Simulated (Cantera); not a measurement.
A closed system holds: 1 mol Cu, 1.2 mol F2, a varied amount of H2, held at 350 °C and 0.0133 bar.

Cantera equilibrium calculation (NASA polynomials, part measured and part estimated; ideal gas, pure solids and liquids). Candidate condensed phases: Cu, CuF2; 15 gas species. Rates play no part.

x: gas mole fraction; n: condensed amount in mol.

```
n(H2) (mol)    x HF    x H2  x H2F2  n Cu(s)
-----------  ------  ------  ------  -------
1.3           0.960  0.0400       ?     1.00
2.2           0.706   0.294       ?     1.00
3.7           0.490   0.510       ?     1.00
6.3           0.320   0.680       ?     1.00
11            0.197   0.803       ?     1.00
18            0.125   0.875       ?     1.00
30           0.0769   0.923       ?     1.00
```

Q: Complete the blanks.

A: 
- 1.3, x H2F2: 4.16e-6
- 2.2, x H2F2: 2.25e-6
- 3.7, x H2F2: 1.08e-6
- 6.3, x H2F2: 4.63e-7
- 11, x H2F2: 1.75e-7
- 18, x H2F2: 7.06e-8
- 30, x H2F2: 2.67e-8
